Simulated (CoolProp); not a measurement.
Vapour-liquid equilibrium of R13 (1) + propylene (2) at -62.05 °C; x and y are mole fractions of (1).

Model: multi-fluid Helmholtz-energy mixture model, Platzer 1990 and Lemmon 2013; pair parameters Bell 2016, in CoolProp. This equation is an older, rougher fit; its heat capacities, sound speeds and derivatives of the liquid may be far off and weren't checked against measurements.

**Question.** Give the bubble pressure and the first vapour's composition at x = 0.2, 0.35, 0.65. Is there an azeotrope?

**Answer.** x = 0.2: 125.5 kPa, y = 0.661; x = 0.35: 161.2 kPa, y = 0.768; x = 0.65: 208.7 kPa, y = 0.874. No azeotrope shows between x = 0.05 and 0.95.

The pair parameters rest on a limited set of measurements; away from them the model extrapolates.
